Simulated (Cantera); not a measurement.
# Thermodynamics of fluorocarbon and chlorocarbon gases, feed CH3F + H2 + CH4

Charge: 1 mol CH3F, 8.3 mol H2, 1.2 mol CH4, held at 2550 °C.

Method: chemical equilibrium by Gibbs-energy minimisation in Cantera with the NASA 1993 tables (ideal gas, pure condensed phases). Candidate condensed phases: C, C6H6, C7H8, C8H18; 95 gas species. Equilibrium is a limit: real reactors are often held back by kinetics, nucleation or transport.

From 1.00 Pa to 170 Pa nothing is condensed. From 600 Pa to 100000 Pa the condensed part is C(graphite). The main C-bearing gas is C at 1.00 Pa and C2H2 (acetylene) at 100000 Pa.

```tsv
P (Pa)	x H	x H2	x HF	x C	x C2H2 (acetylene)	x F	x C3	n C(graphite)
1	0.889	0.00100	0.00747	0.0686	2.37e-7	0.0291	0.00223	0
3.60	0.898	0.00369	0.0181	0.0466	5.21e-6	0.0194	0.00903	0
13	0.901	0.0134	0.0301	0.0245	6.81e-5	0.00891	0.0171	0
46	0.874	0.0447	0.0378	0.0115	0.000630	0.00325	0.0223	0
170	0.783	0.132	0.0440	0.00493	0.00466	0.00115	0.0238	0
600	0.625	0.298	0.0527	0.00141	0.0107	0.000487	0.00698	1.22
2200	0.421	0.495	0.0616	0.000385	0.0178	0.000231	0.00190	1.43
7700	0.257	0.648	0.0684	0.000110	0.0234	0.000120	0.000544	1.43
28000	0.145	0.753	0.0729	3.02e-5	0.0271	6.20e-5	0.000150	1.40
100000	0.0800	0.814	0.0755	8.47e-6	0.0293	3.27e-5	4.19e-5	1.38
```
x: gas mole fraction; n: condensed amount in mol.
